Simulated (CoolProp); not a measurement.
Properties of methane along the isobar 0.101 MPa.

Values from CoolProp's reference Helmholtz-energy equation of state, Setzmann 1991.

| T (K) | phase | density (kg/m³) | speed of sound (m/s) | Prandtl number |
|---|---|---|---|---|
| 170.3 | gas | 1.156 | 340.8 | ? |
| 201.8 | gas | 0.9717 | 371.6 | 0.759 |
| 233.4 | gas | 0.8383 | ? | 0.747 |
| 265 | gas | 0.7373 | ? | 0.738 |
| 296.6 | gas | 0.6582 | ? | 0.732 |
| 328.1 | gas | 0.5947 | ? | 0.728 |
| 359.7 | gas | 0.5422 | ? | 0.725 |
| 391.3 | gas | 0.4983 | 505.7 | ? |
| 422.9 | gas | 0.4610 | 522.9 | 0.721 |
| 454.4 | gas | 0.4289 | ? | 0.720 |
| 486 | gas | 0.4010 | 555.0 | 0.719 |

Q: Some entries are withheld; supply them.

A: 
- 170.3, Prandtl number: 0.776
- 233.4, speed of sound (m/s): 399.4
- 265, speed of sound (m/s): 424.6
- 296.6, speed of sound (m/s): 447.4
- 328.1, speed of sound (m/s): 468.2
- 359.7, speed of sound (m/s): 487.6
- 391.3, Prandtl number: 0.723
- 454.4, speed of sound (m/s): 539.3

Viscosity comes from a separate model (Quiñones-Cisneros 2006). Thermal conductivity comes from a separate model (Friend 1989).
